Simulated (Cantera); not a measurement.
A perfectly stirred reactor is fed with 10.4 % CO, 1.04 % H2, 10.1 % O2, 78.5 % N2, equivalence ratio 0.57, at 18.0 bar; it is adiabatic with a 550 K inlet, and is followed from long to short residence time, starting on the burning branch (τ in s: 0.24, 0.089, 0.034, 0.013, 0.0048, 0.0018, 0.00068, 0.00026, 9.6e-05, 3.6e-05, 1.4e-05, 5.2e-06).

Cantera simulation using GRI-Mech 3.0 (53 species, 325 reactions); the numbers are that mechanism's predictions, not measurements. The hydrogen kinetics of GRI-Mech 3.0 are dated; newer H2 mechanisms differ, most at raised pressure. The pressure lies above the range GRI-Mech 3.0 was tuned for (to about 10 atm).

Predict: blow-out, bracketed by the residence times tried; x(CO) at τ = 0.240 s; x(H2) at τ = 0.240 s; x(O2) at τ = 0.240 s; x(HO2) at τ = 0.240 s; x(OH) at τ = 0.240 s; x(CO) at τ = 0.680 ms; x(H2) at τ = 0.680 ms; x(O2) at τ = 0.680 ms.

blow-out, bracketed by the residence times tried: burning at 4.80 ms, out at 1.80 ms
x(CO) at τ = 0.240 s: 0.000298
x(H2) at τ = 0.240 s: 3.25e-6
x(O2) at τ = 0.240 s: 0.0460
x(HO2) at τ = 0.240 s: 1.53e-6
x(OH) at τ = 0.240 s: 3.13e-5
x(CO) at τ = 0.680 ms: 0.104
x(H2) at τ = 0.680 ms: 0.0104
x(O2) at τ = 0.680 ms: 0.101
